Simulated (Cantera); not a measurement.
What does this Cantera script print?

```python
import numpy as np
import cantera as ct

gas_names = """
    H HNO HNO2 HNO3 HO2 H2 H2O H2O2 N NH NH2 NH3 NH2OH NO NO2 NO3 N2 N2H2 N2H4 N2O O OH O2 O3 Si SiH
    SiH2 SiH3 SiH4 SiN SiO SiO2 Si2 Si2N Si3
""".split()
cond_names = """
    H2O(s) H2O(L) Si(cr) Si(L) SiO2(Lqz) SiO2(hqz) SiO2(L) Si2N2O(s) Si3N4(a)
""".split()


# ... load() reads the species with a 1 bar reference pressure and builds the phases ...
atoms = {
    'Si': {'Si': 1},
    'H2O': {'H': 2, 'O': 1},
    'N2': {'N': 2},
}
top_T = {'Si2N2O(s)': 2100, 'Si3N4(a)': 2400}  # K; cautious upper limits of use, not melting points


# ... equilibrate(T, P, feed) seeds the gas with the atoms and calls Mixture.equilibrate('TP', solver="vcs", rtol=1e-11, max_steps=5000) ...
results = []
T = 1800  # K
P = 28000  # Pa
for m in [110, 130, 160, 190, 240, 290, 350, 420, 510, 620, 760, 920]:
    feed = {'Si': 1, 'H2O': 0.31, 'N2': m}  # mol
    mix = equilibrate(T, P, feed)
    results.append((T, P, feed, dict(zip(mix.species_names, mix.species_moles))))

top = {s: max(r[3][s] / sum(r[3][g] for g in gas_names) for r in results) for s in gas_names}
cols = sorted((s for s in top if top[s] > 0.0001), key=lambda s: -top[s])[:7]
seen = [c for c in cond_names if any(r[3].get(c, 0) > 1e-12 for r in results)]
print("log10 of partial pressures in bar; condensed amounts in mol")
print(f"{'n(N2)':>10s}" + "".join(f"{s[:9]:>10s}" for s in cols + seen))
for T, P, feed, n in results:
    ng = sum(n[g] for g in gas_names)
    print(f"{feed['N2']:10.4g}" + "".join(f"{np.log10(max(n[s] / ng * P / 1e5, 1e-99)):10.3f}" for s in cols)
          + "".join(f"{n.get(c, 0):10.4g}" for c in seen))
```

Output:

```
log10 of partial pressures in bar; condensed amounts in mol
     n(N2)        N2        H2       SiO Si2N2O(s)  Si3N4(a)
       110    -0.554    -3.105    -3.984    0.2694    0.1402
       130    -0.554    -3.178    -3.985     0.262    0.1426
       160    -0.554    -3.268    -3.985    0.2509    0.1463
       190    -0.554    -3.344    -3.985    0.2398      0.15
       240    -0.554    -3.446    -3.985    0.2213    0.1561
       290    -0.553    -3.528    -3.985    0.2028    0.1623
       350    -0.553    -3.610    -3.985    0.1806    0.1696
       420    -0.553    -3.690    -3.985    0.1547    0.1782
       510    -0.553    -3.775    -3.985    0.1214    0.1893
       620    -0.553    -3.860    -3.985   0.08068    0.2028
       760    -0.553    -3.950    -3.985   0.02888      0.22
       920    -0.553    -4.033    -4.025         0    0.2295
```

Method: chemical equilibrium by Gibbs-energy minimisation in Cantera with the NASA 1993 tables (ideal gas, pure condensed phases). Mutual solubility and eutectic melting of coexisting phases are not modelled.
